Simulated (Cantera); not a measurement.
A perfectly stirred reactor is fed with CH4 : O2 : N2 = 1 : 2.9 : 8.12 (molar parts), at 2.30 bar; it is adiabatic with a 348 K inlet, and is followed from long to short residence time, starting on the burning branch (τ in s: 0.46, 0.17, 0.063, 0.023, 0.0086, 0.0032, 0.0012, 0.00043, 0.00016, 5.9e-05, 2.2e-05, 8.1e-06, 3e-06).

Detailed kinetics in Cantera: GRI-Mech 3.0 (53 species, 325 reactions).

One state of this run: T (K) = 2073; x CH4 = 7.33e-5; x O2 = 0.0757; x N2O = 8.32e-7; x O = 0.00132; x HO2 = 8.64e-6. x: mole fraction; the columns are a selection and need not sum to one.

### Question
Which value of τ (s) does it belong to?
A) 3.0e-6
B) 5.9e-5
C) 0.0012
D) 0.00043

### Answer
C, 0.0012
